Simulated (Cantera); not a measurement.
What does this Cantera script print?

```python
import numpy as np
import cantera as ct

gas_names = """
    Cr CrO CrO2 CrO3 H HO2 H2 H2O H2O2 O OH O2 O3
""".split()
cond_names = """
    Cr(cr) Cr(L) Cr2O3(s) Cr2O3(L) H2O(s) H2O(L)
""".split()


# ... load() reads the species with a 1 bar reference pressure and builds the phases ...
atoms = {
    'Cr': {'Cr': 1},
    'H2O': {'H': 2, 'O': 1},
}
top_T = {}  # K; cautious upper limits of use, not melting points


# ... equilibrate(T, P, feed) seeds the gas with the atoms and calls Mixture.equilibrate('TP', solver="vcs", rtol=1e-11, max_steps=5000) ...
results = []
T = 1148.15  # K
P = 15  # Pa
for m in [0.27, 0.37, 0.51, 0.7, 0.95, 1.3, 1.8, 2.4, 3.3, 4.5, 6.1]:
    feed = {'Cr': 1, 'H2O': m}  # mol
    mix = equilibrate(T, P, feed)
    results.append((T, P, feed, dict(zip(mix.species_names, mix.species_moles))))

top = {s: max(r[3][s] / sum(r[3][g] for g in gas_names) for r in results) for s in gas_names}
cols = sorted((s for s in top if top[s] > 0.0001), key=lambda s: -top[s])[:6]
seen = [c for c in cond_names if any(r[3].get(c, 0) > 1e-12 for r in results)]
print("log10 of partial pressures in bar; condensed amounts in mol")
print(f"{'n(H2O)':>10s}" + "".join(f"{s[:9]:>10s}" for s in cols + seen))
for T, P, feed, n in results:
    ng = sum(n[g] for g in gas_names)
    print(f"{feed['H2O']:10.4g}" + "".join(f"{np.log10(max(n[s] / ng * P / 1e5, 1e-99)):10.3f}" for s in cols)
          + "".join(f"{n.get(c, 0):10.4g}" for c in seen))
```

Output:

```
log10 of partial pressures in bar; condensed amounts in mol
    n(H2O)        H2       H2O    Cr(cr)  Cr2O3(s)
      0.27    -3.824    -8.058      0.82   0.08999
      0.37    -3.824    -8.058    0.7533    0.1233
      0.51    -3.824    -8.058      0.66      0.17
       0.7    -3.824    -8.058    0.5334    0.2333
      0.95    -3.824    -8.058    0.3667    0.3166
       1.3    -3.824    -8.058    0.1334    0.4333
       1.8    -3.903    -4.602         0       0.5
       2.4    -4.028    -4.250         0       0.5
       3.3    -4.166    -4.087         0       0.5
       4.5    -4.301    -4.000         0       0.5
       6.1    -4.433    -3.946         0       0.5
```

Method: chemical equilibrium by Gibbs-energy minimisation in Cantera with the NASA 1993 tables (ideal gas, pure condensed phases). Mutual solubility and eutectic melting of coexisting phases are not modelled.
